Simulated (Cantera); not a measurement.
A closed system holds: 1 mol LiOH, 1.3 mol H₂, 0.35 mol H₂O, at 1598.15 K and 18.0 mbar.

Method: chemical equilibrium by Gibbs-energy minimisation in Cantera with the NASA 1993 tables (ideal gas, pure condensed phases). Candidate condensed phases: H₂O, Li, LiH, LiOH, Li₂O; 17 gas species. Kinetics and transport are ignored.

Base state: H₂ 0.511, LiOH 0.255, H₂O 0.218, Li 0.0143, Li₂O 0.000825, Li₂(OH)₂ 0.000435, H 0.000284, LiH 7.69e-5 (mole fractions); condensed: Li₂O(s).

Question: What changes in the equilibrium state with this change: temperature from 1598.15 K to 1298.15 K?

Answer: 
| species | before | after |
|---|---|---|
| H₂ | 0.511 | 0.600 |
| H₂O | 0.218 | 0.384 |
| LiOH | 0.255 | 0.0154 |
| Li | 0.0143 | 4.41e-5 |
| Li₂O | 0.000825 | 7.09e-7 |
| LiH | 7.69e-5 | 3.65e-7 |
| H | 0.000284 | 6.20e-6 |
| Li₂O(s), mol | 0.160 | 0.483 |
